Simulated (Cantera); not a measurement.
Input: 1 mol H2S, a varied amount of SO2, 0.26 mol H2, equilibrated at 97500 Torr.

These are equilibrium values from Cantera (NASA tables, ideal gas, pure condensed phases), not measurements of a reactor. Candidate condensed phases: H2O, H2SO4, S; 19 gas species. Each liquid is taken as pure. The ideal-gas law is rough above about 30 bar. Rates play no part.

Question: What condenses at these points (T in K, n(SO2) in mol): (2300, 0.065); (3100, 0.16); (900, 0.28); (2100, 0.34); (500, 0.16); (2500, 0.34)?

Answer: 
| T (K) | n(SO2) in mol | condensed phases |
|---|---|---|
| 2300 | 0.065 | gas only |
| 3100 | 0.16 | gas only |
| 900 | 0.28 | S |
| 2100 | 0.34 | gas only |
| 500 | 0.16 | H2O + S |
| 2500 | 0.34 | gas only |
